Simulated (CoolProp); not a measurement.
Vapour-liquid equilibrium of dimethyl ether (1) + methanol (2) at 0.151 MPa; x and y are mole fractions of (1).

Computed with CoolProp (multi-fluid Helmholtz-energy mixture model, Wu 2011 and de Reuck 1993; pair parameters Bell 2016).

### Question
Give the bubble temperature and the first vapour's composition at x = 0.35, 0.5, 0.8. Is there an azeotrope?

### Answer
x = 0.35: 0.2 °C, y = 0.977; x = 0.5: -4.9 °C, y = 0.985; x = 0.8: -10.8 °C, y = 0.993. No azeotrope shows between x = 0.05 and 0.95.

The pair parameters rest on a limited set of measurements; away from them the model extrapolates. With so large a gap from Raoult's law the liquid may split in two, which this calculation doesn't test in full.
